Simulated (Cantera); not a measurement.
# Thermodynamics of silicon oxide and oxynitride deposition, feed HMDSO + NO

Charge: 1 mol HMDSO, a varied amount of NO, held at 1573.15 K and 0.323 Torr.

Cantera equilibrium calculation (NASA polynomials, part measured and part estimated; ideal gas, pure solids and liquids). Candidate condensed phases: C, C6H6, C7H8, C8H18, H2O, Si, SiC, SiO2, Si2N2O, Si3N4; 151 gas species. The feed counts by its element totals alone. Equilibrium is a limit: real reactors are often held back by kinetics, nucleation or transport.

| n(NO) (mol) | x H2 | x CO | x N2 | x SiO | n C(graphite) | n SiC(s) |
|---|---|---|---|---|---|---|
| 1 | 0.781 | 0.173 | 0.0433 | 0.000455 | 2.01 | 1.99 |
| 1.5 | 0.733 | 0.203 | 0.0610 | 0.000534 | 1.51 | 1.99 |
| 2 | 0.691 | 0.230 | 0.0767 | 0.000603 | 1.01 | 1.99 |
| 2.5 | 0.653 | 0.254 | 0.0906 | 0.000666 | 0.512 | 1.99 |
| 2.9 | 0.626 | 0.271 | 0.101 | 0.000711 | 0.114 | 1.99 |
| 3.4 | 0.595 | 0.278 | 0.112 | 0.0133 | 0 | 1.80 |
| 3.9 | 0.567 | 0.281 | 0.123 | 0.0284 | 0 | 1.55 |
| 4.4 | 0.541 | 0.283 | 0.132 | 0.0422 | 0 | 1.30 |
| 4.8 | 0.522 | 0.285 | 0.139 | 0.0523 | 0 | 1.10 |
x: gas mole fraction; n: condensed amount in mol.

From 1 mol NO to 2.9 mol NO the condensed part is C(graphite) + SiC(s). From 3.4 mol NO to 4.8 mol NO the condensed part is SiC(s). The main Si-bearing gas is SiO throughout.
